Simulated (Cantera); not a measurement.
Feed: 1 mol AlN, 3.5 mol O2, 13 mol H2, equilibrated at 0.133 bar.

Equilibrium computed with Cantera from the NASA thermochemical tables; the gas is ideal and each condensed phase is pure. Candidate condensed phases: Al, AlN, Al2O3, H2O; 35 gas species. Gases not in the tables: Al(OH)3. The numbers say what is thermodynamically allowed, not how fast it happens. All values below are at 1925 K.

Base state: H2 0.554, H2O 0.407, N2 0.0370, H 0.00195, OH 0.000124 (mole fractions); condensed: Al2O3(s).

What changes in the equilibrium state with this change: pressure from 0.133 bar to 1.33 mbar?


```csv
species,before,after
H2,0.554,0.541
H2O,0.407,0.402
N2,0.0370,0.0367
H,0.00195,0.0193
O2,1.04e-7,1.06e-5
O,3.25e-7,3.28e-5
"Al2O3(s), mol",0.500,0.500
```
